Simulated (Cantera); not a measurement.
Gas mixture: CH3OH = 0.16 (molar parts), at 10.0 bar, frozen composition.

Cantera's kinetic-theory transport with the Lennard-Jones parameters of GRI-Mech 3.0, ideal gas; thermal conductivity in the mixture-averaged form. Polar gases are described roughly by these parameters. The composition is frozen, though it would react at the higher temperatures.

One state of this run: ρ (kg/m³) = 4.53; cp (J/kg/K) = 2568; μ (µPa s) = 27.2; λ (mW/m/K) = 93.6; Pr = 0.746; D (cm²/s) CH3 = 0.114; D (cm²/s) CO2 = 0.0791; D (cm²/s) H = 0.628. D: mixture-averaged diffusion coefficient of that species in the mixture.

Task: Which value of T (K) does it belong to?
(A) 850
(B) 1150
(C) 550
(D) 700

Result: A, 850
